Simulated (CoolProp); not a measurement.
R245fa at several states: fugacity coefficient from the reference equation and from simpler models built on Tc = 153.9 °C, pc = 3651 kPa, ω = 0.378; each cubic takes its own stable root.

The numbers come from the reference Helmholtz-energy equation of state, Akasaka 2015 in CoolProp.

| T (°C) | p (kPa) | phase | reference | van der Waals | Redlich-Kwong | Soave-Redlich-Kwong | Peng-Robinson |
|---|---|---|---|---|---|---|---|
| -63.45 | 910 | liquid | (withheld) | 0.1018 | 0.007377 | 0.001132 | (withheld) |
| -9.85 | 53.2 | liquid | (withheld) | 0.9868 | (withheld) | (withheld) | 0.6304 |
| 3.85 | 19900 | liquid | (withheld) | 0.08061 | (withheld) | (withheld) | 0.006927 |
| 118.05 | 17900 | liquid | 0.1447 | 0.2524 | 0.1795 | 0.1577 | 0.1425 |
| 146.95 | 36 | gas | 0.9965 | 0.9970 | 0.9965 | 0.9964 | 0.9961 |

### Question
Complete the blanks.

### Answer

- -63.45, reference: 0.001126
- -63.45, Peng-Robinson: 0.001251
- -9.85, reference: 0.6151
- -9.85, Redlich-Kwong: 0.9812
- -9.85, Soave-Redlich-Kwong: 0.6158
- 3.85, reference: 0.006977
- 3.85, Redlich-Kwong: 0.01950
- 3.85, Soave-Redlich-Kwong: 0.007562

At some of these states van der Waals, Redlich-Kwong gives the other phase, because its saturation line lies elsewhere.
